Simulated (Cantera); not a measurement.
**Equilibrium for silicon carbide growth: (CH₃)₂SiCl₂ + HCl + H₂**

Feed: 1 mol (CH₃)₂SiCl₂, 3 mol HCl, 6.2 mol H₂, held at 1425 °C and 13300 Pa.

These are equilibrium values from Cantera (NASA tables, ideal gas, pure condensed phases), not measurements of a reactor. Candidate condensed phases: C, C₆H₆, C₇H₈, C₈H₁₈, Si, SiC; 109 gas species. The feed counts by its element totals alone. The tables' values for SiCl₃ are old estimates; treat these amounts as uncertain. Kinetics and transport are ignored.

The x(H₂) is 0.635, the x(HCl) is 0.353 and the x(SiCl₂) is 0.0103. The x(SiCl₃) comes out as 0.00136 and the x(SiCl₄) comes out as 0.000352. The x(H) is 0.000316 and the x(Cl) comes out as 0.000136. The x(SiHCl₃) is 0.000122 and the x(CH₄) is 5.92e-5. The n(C(graphite)) comes out as 1.16 mol and the n(SiC(s)) comes out as 0.839 mol. The gas amount is 13.19 mol and the log10 activity of Si(l) (absent) is -1.83.
